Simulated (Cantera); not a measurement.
**Diamond growth**

A diamond (100) surface in a fixed gas of H2 with x(CH4) = 0.018, x(H) = 0.037, x(CH3) = 0.00054, at 1050 K; coverages are run to steady state.

Cantera simulation using the Harris–Goodwin 1993 mechanism for the reconstructed diamond (100) surface; the numbers are that mechanism's predictions, not measurements.

```
P (Pa)  growth (µm/h)  θ c6HH  θ c6H*  θ c6*H  θ c6**   θ c6HM
------  -------------  ------  ------  ------  ------  -------
600              1.87   0.548  0.0228   0.407  0.0136  0.00568
990              3.23   0.548  0.0228   0.407  0.0136  0.00597
1600             5.37   0.548  0.0229   0.407  0.0136  0.00615
2700             9.25   0.547  0.0230   0.407  0.0136  0.00628
4300             14.9   0.547  0.0231   0.407  0.0136  0.00636
7100             24.8   0.547  0.0233   0.406  0.0137  0.00641
12000            42.3   0.547  0.0237   0.406  0.0137  0.00645
19000            67.3   0.547  0.0242   0.405  0.0138  0.00649
```
θ: site fractions in the mechanism's names (c6HH fully hydrogenated, c6H* and c6*H radical sites, c6** diradical, c6HM methylated).
